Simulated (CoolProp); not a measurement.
Dimethyl carbonate along the isobar 6840 kPa: density (kg/m³) from the reference equation and from simpler models built on Tc = 283.9 °C, pc = 4909 kPa, ω = 0.346; each cubic takes its own stable root.

Values from CoolProp's reference Helmholtz-energy equation of state, Zhou 2011.

| T (°C) | phase | reference | van der Waals | Redlich-Kwong | Soave-Redlich-Kwong | Peng-Robinson |
|---|---|---|---|---|---|---|
| 14.85 | liquid | 1083 | 632.4 | 928.3 | 956.1 | 1074 |
| 39.35 | liquid | 1051 | 618.4 | 903.5 | 934.5 | 1051 |
| 63.75 | liquid | 1019 | ? | 877.1 | 910.8 | 1026 |
| 88.25 | liquid | 986.4 | 588.5 | 848.6 | 884.6 | ? |
| 112.75 | liquid | 952.6 | 572.1 | 818.0 | 855.6 | 965.6 |
| 137.15 | liquid | 917.5 | 554.7 | 785.0 | 823.5 | 930.1 |
| 161.65 | liquid | 880.3 | 535.9 | 749.1 | 787.3 | 889.7 |
| 186.15 | liquid | 840.5 | ? | 709.6 | 746.4 | 843.5 |
| 210.65 | liquid | 796.9 | 492.7 | 665.6 | 699.1 | 789.5 |
| 235.05 | liquid | 747.0 | 467.1 | 615.7 | 643.5 | 725.1 |
| 259.55 | liquid | 684.7 | 437.1 | 556.5 | 574.5 | 644.2 |
| 284.05 | supercritical | ? | 399.9 | 481.3 | 481.1 | 533.1 |
| 308.55 | supercritical | 377.7 | 349.2 | 371.4 | 329.9 | 353.8 |

Question: What belongs in the gaps?

Answer: 
- 63.75, van der Waals: 603.9
- 88.25, Peng-Robinson: 997.3
- 186.15, van der Waals: 515.4
- 284.05, reference: 590.7
